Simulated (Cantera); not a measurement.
# FeCl₃ + H₂ + N₂ (halide evaporation, hydrolysis and transport)

Input: 1 mol FeCl₃, 33 mol H₂, 47 mol N₂, equilibrated at 750 Torr.

Cantera equilibrium calculation (NASA polynomials, part measured and part estimated; ideal gas, pure solids and liquids). Candidate condensed phases: Fe, FeCl₂, FeCl₃, NH₄Cl; 18 gas species. Equilibrium is a limit: real reactors are often held back by kinetics, nucleation or transport.

| T (K) | x N₂ | x H₂ | x HCl | x FeCl₂ | x H | x NH₃ | n Fe(α) | n Fe(γ) | n Fe(δ) | n Fe(l) |
|---|---|---|---|---|---|---|---|---|---|---|
| 823 | 0.577 | 0.386 | 0.0363 | 0.000201 | 4.56e-12 | 0.000435 | 0.981 | 0 | 0 | 0 |
| 923 | 0.577 | 0.387 | 0.0360 | 0.000388 | 1.52e-10 | 0.000184 | 0.967 | 0 | 0 | 0 |
| 1023 | 0.577 | 0.387 | 0.0355 | 0.000639 | 2.58e-9 | 9.17e-5 | 0.947 | 0 | 0 | 0 |
| 1123 | 0.577 | 0.387 | 0.0350 | 0.000922 | 2.65e-8 | 5.14e-5 | 0.925 | 0 | 0 | 0 |
| 1223 | 0.577 | 0.388 | 0.0344 | 0.00122 | 1.87e-7 | 3.15e-5 | 0 | 0.900 | 0 | 0 |
| 1323 | 0.577 | 0.388 | 0.0338 | 0.00153 | 9.88e-7 | 2.08e-5 | 0 | 0.875 | 0 | 0 |
| 1423 | 0.577 | 0.388 | 0.0331 | 0.00183 | 4.14e-6 | 1.45e-5 | 0 | 0.851 | 0 | 0 |
| 1523 | 0.577 | 0.389 | 0.0325 | 0.00213 | 1.44e-5 | 1.06e-5 | 0 | 0.826 | 0 | 0 |
| 1623 | 0.577 | 0.389 | 0.0320 | 0.00241 | 4.31e-5 | 8.10e-6 | 0 | 0.803 | 0 | 0 |
| 1723 | 0.577 | 0.389 | 0.0315 | 0.00267 | 0.000114 | 6.36e-6 | 0 | 0 | 0.782 | 0 |
| 1823 | 0.577 | 0.389 | 0.0310 | 0.00289 | 0.000270 | 5.13e-6 | 0 | 0 | 0 | 0.761 |
| 1923 | 0.576 | 0.389 | 0.0308 | 0.00299 | 0.000588 | 4.23e-6 | 0 | 0 | 0 | 0.744 |
x: gas mole fraction; n: condensed amount in mol.

From 823 K to 1123 K the condensed part is Fe(α). From 1223 K to 1623 K the condensed part is Fe(γ). At 1723 K the condensed part is Fe(δ). From 1823 K to 1923 K the condensed part is Fe(l). The main Fe-bearing gas is FeCl₂ throughout. The share of Fe in condensed phases is highest at 823 K (98.1 %) and lowest at 1923 K (74.4 %).
